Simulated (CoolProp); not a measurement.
A single-stage vapour-compression cycle with n-butane: evaporating at 238.15 K (dew point), condensing at 290.15 K (bubble point), superheat 2 K, subcooling 8 K, compressor efficiency 0.85, no pressure losses. Each further row changes one setting.

Model: reference Helmholtz-energy equation of state, Bücker 2006, in CoolProp.

```csv
case,cooling COP,pressure ratio,discharge temperature (K),refrigerating effect (kJ/kg),volumetric capacity (kJ/m³)
as stated,3.39,8.60,303.3,318,205
evaporating temperature 243.15 K,3.91,6.67,301.2,325,266
condensing temperature 285.15 K,3.84,7.26,298.1,330,213
subcooling 13 K,3.52,8.60,303.3,330,213
superheat 12 K,3.41,8.60,313.7,333,206
compressor efficiency 0.75,2.99,8.60,310.2,318,205
```
